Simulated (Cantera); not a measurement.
Input: 1 mol trisilylamine, 1.5 mol NH₃, 51 mol N₂.

Method: chemical equilibrium by Gibbs-energy minimisation in Cantera with the NASA 1993 tables (ideal gas, pure condensed phases). Candidate condensed phases: Si, Si₃N₄; 18 gas species. The feed counts by its element totals alone. The numbers say what is thermodynamically allowed, not how fast it happens.

### Question
What condenses at these points (T in K, P in Pa): (1898, 710); (998, 140); (1498, 19000); (1198, 710); (1898, 26); (1698, 3700)?

### Answer
```
T (K)  P in Pa  condensed phases  Si condensed (%)
-----  -------  ----------------  ----------------
1898       710                Si              96.1
998        140             Si₃N₄             100.0
1498     19000             Si₃N₄             100.0
1198       710             Si₃N₄             100.0
1898        26          gas only               0.0
1698      3700             Si₃N₄             100.0
```
